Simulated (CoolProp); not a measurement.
Vapour-liquid equilibrium of ethane (1) + propane (2) at 0.0652 MPa; x and y are mole fractions of (1).

Model: multi-fluid Helmholtz-energy mixture model, Bücker 2006 and Lemmon 2009; pair parameters Kunz 2012, in CoolProp.

**Question.** Give the bubble temperature and the first vapour's composition at x = 0.2, 0.575, 0.725. Is there an azeotrope?

**Answer.** x = 0.2: 202.8 K, y = 0.699; x = 0.575: 186.4 K, y = 0.945; x = 0.725: 182.3 K, y = 0.974. No azeotrope shows between x = 0.05 and 0.95.

The pair parameters rest on a limited set of measurements; away from them the model extrapolates.
